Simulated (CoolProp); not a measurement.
Vapour-liquid equilibrium of propylene (1) + R114 (2) at 282 K; x and y are mole fractions of (1).

Model: multi-fluid Helmholtz-energy mixture model, Lemmon 2013 and Platzer 1990; pair parameters Bell 2016, in CoolProp. This equation is an older, rougher fit; its heat capacities, sound speeds and derivatives of the liquid may be far off and weren't checked against measurements.

```csv
x,"bubble pressure, mixture model (bar)","bubble pressure, Raoult's law (bar)","y, mixture model","y, Raoult's law"
0.05,1.663,1.548,0.283,0.244
0.2,2.908,2.495,0.636,0.605
0.35,4.002,3.441,0.770,0.767
0.5,4.923,4.387,0.842,0.859
0.65,5.721,5.333,0.892,0.919
0.8,6.474,6.279,0.936,0.961
0.95,7.261,7.226,0.982,0.991
```

The largest gap from Raoult's law is +16.6 % in bubble pressure, at x = 0.2. No azeotrope shows between x = 0.05 and 0.95.

Pair parameters are fitted to limited data, so mixtures are less certain than the pure fluids.
